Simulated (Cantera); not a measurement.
What does this Cantera script print?

```python
import numpy as np
import cantera as ct

gas = ct.Solution("h2o2.yaml")
gas.TPX = 325, 80000, {'H2': 1, 'O2': 0.833, 'N2': 3.13}
flame = ct.FreeFlame(gas, width=0.047)
flame.set_refine_criteria(ratio=3, slope=0.08, curve=0.16)
flame.transport_model = "mixture-averaged"
flame.solve(loglevel=0, auto=True)
z, T = flame.grid, flame.T
thick = (T[-1] - T[0]) / np.gradient(T, z).max()
show = ['H2', 'O2', 'O', 'H2O2', 'H', 'H2O']
print(f"laminar burning velocity  {flame.velocity[0] * 100:.3f} cm/s")
print(f"burnt temperature         {T[-1]:.1f} K")
print(f"thermal thickness         {thick * 1e3:.4f} mm")
print(f"grid points               {len(z)}")
z0 = z[flame.heat_release_rate.argmax()]
print(f"{'z/mm':>9s}{'T/K':>9s}{'u/(m/s)':>9s}" + "".join(f"{s:>11s}" for s in show))
rows = []
for k in (-3, -2, -1.5, -1, -0.5, -0.25, 0, 0.25, 0.5, 1, 2, 4, 8):
    zz = z0 + k * thick
    rows.append([k * thick, np.interp(zz, z, T), np.interp(zz, z, flame.velocity),
                 *(np.interp(zz, z, flame.X[gas.species_index(s)]) for s in show)])
    print(f"{rows[-1][0] * 1e3:9.3f}{rows[-1][1]:9.1f}{rows[-1][2]:9.3f}" + "".join(f"{x:11.3e}" for x in rows[-1][3:]))
```

Output:

```
laminar burning velocity  99.410 cm/s
burnt temperature         1826.2 K
thermal thickness         0.4813 mm
grid points               110
     z/mm      T/K  u/(m/s)         H2         O2          O       H2O2          H        H2O
   -1.444    325.0    0.994  2.013e-01  1.679e-01  3.100e-11  2.177e-10  1.918e-15  5.601e-08
   -0.963    325.1    0.993  2.005e-01  1.680e-01  5.619e-10  7.103e-09  4.536e-14  1.552e-06
   -0.722    325.5    0.992  1.985e-01  1.685e-01  3.591e-09  7.007e-08  7.059e-13  1.361e-05
   -0.481    330.2    0.997  1.903e-01  1.701e-01  3.727e-08  1.311e-06  1.304e-10  2.139e-04
   -0.241    431.6    1.255  1.519e-01  1.740e-01  3.903e-06  5.340e-05  8.309e-06  9.389e-03
   -0.120    735.3    2.082  1.086e-01  1.628e-01  1.783e-04  5.945e-05  1.127e-03  4.690e-02
    0.000   1087.8    3.038  6.182e-02  1.345e-01  1.937e-03  1.386e-05  5.913e-03  1.070e-01
    0.120   1333.8    3.714  2.761e-02  1.036e-01  5.030e-03  5.173e-06  9.655e-03  1.591e-01
    0.241   1476.6    4.105  1.312e-02  8.783e-02  6.332e-03  2.952e-06  9.132e-03  1.842e-01
    0.481   1616.8    4.479  6.638e-03  8.029e-02  5.318e-03  1.394e-06  5.409e-03  1.987e-01
    0.963   1722.8    4.752  3.692e-03  7.832e-02  2.998e-03  6.717e-07  2.048e-03  2.069e-01
    1.925   1784.3    4.906  1.577e-03  7.795e-02  1.254e-03  3.459e-07  5.251e-04  2.124e-01
    3.851   1811.8    4.974  5.251e-04  7.819e-02  4.173e-04  1.726e-07  9.844e-05  2.152e-01
```

Model: the H2/O2 subset of GRI-Mech 3.0, which has no nitrogen chemistry, integrated in Cantera. Burning velocities carry a grid error of a few per cent, more on coarse grids. Lean hydrogen flames are cellular in practice and burn faster than this planar one.
